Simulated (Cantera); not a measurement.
Input: 1 mol borazine, 0.14 mol O2, a varied amount of H2, held at 1677 °C and 450 Pa.

These are equilibrium values from Cantera (NASA tables, ideal gas, pure condensed phases), not measurements of a reactor. Candidate condensed phases: B, BN, B2O3, B3O3H3, H2O; 39 gas species. The feed counts by its element totals alone. Mutual solubility and eutectic melting of coexisting phases are not modelled. The tables' values for BH2 are old estimates; treat these amounts as uncertain. The numbers say what is thermodynamically allowed, not how fast it happens.

x: gas mole fraction; n: condensed amount in mol.

```json
[
 {"n(H2) (mol)": "0.7", "x H2": "0.886", "x HBO": "0.0439", "x N2": "0.0347", "x H": "0.0161", "x BO": "0.0121", "n BN(s)": "2.72", "n B(s)": "0"},
 {"n(H2) (mol)": "1.3", "x H2": "0.898", "x HBO": "0.0391", "x N2": "0.0302", "x H": "0.0162", "x BO": "0.0107", "n BN(s)": "2.72", "n B(s)": "0"},
 {"n(H2) (mol)": "2.6", "x H2": "0.916", "x HBO": "0.0317", "x N2": "0.0236", "x H": "0.0164", "x BO": "0.00862", "n BN(s)": "2.72", "n B(s)": "0"},
 {"n(H2) (mol)": "5", "x H2": "0.935", "x HBO": "0.0235", "x N2": "0.0169", "x H": "0.0165", "x BO": "0.00632", "n BN(s)": "2.72", "n B(s)": "0"},
 {"n(H2) (mol)": "9.5", "x H2": "0.950", "x HBO": "0.0158", "x N2": "0.0122", "x H": "0.0167", "x BO": "0.00422", "n BN(s)": "2.69", "n B(s)": "?"},
 {"n(H2) (mol)": "18", "x H2": "0.958", "x HBO": "0.00974", "x N2": "0.0122", "x H": "0.0167", "x BO": "0.00259", "n BN(s)": "2.47", "n B(s)": "?"},
 {"n(H2) (mol)": "35", "x H2": "0.964", "x HBO": "0.00552", "x N2": "0.0122", "x H": "0.0168", "x BO": "0.00146", "n BN(s)": "2.05", "n B(s)": "?"},
 {"n(H2) (mol)": "67", "x H2": "0.967", "x HBO": "0.00304", "x N2": "0.0122", "x H": "0.0168", "x BO": "0.000804", "n BN(s)": "1.26", "n B(s)": "?"},
 {"n(H2) (mol)": "130", "x H2": "0.970", "x HBO": "0.00161", "x N2": "0.0110", "x H": "0.0168", "x BO": "0.000426", "n BN(s)": "0", "n B(s)": "?"}
]
```

### Question
What belongs in the gaps?

### Answer

- 9.5, n B(s): 0.0296
- 18, n B(s): 0.238
- 35, n B(s): 0.654
- 67, n B(s): 1.44
- 130, n B(s): 2.67
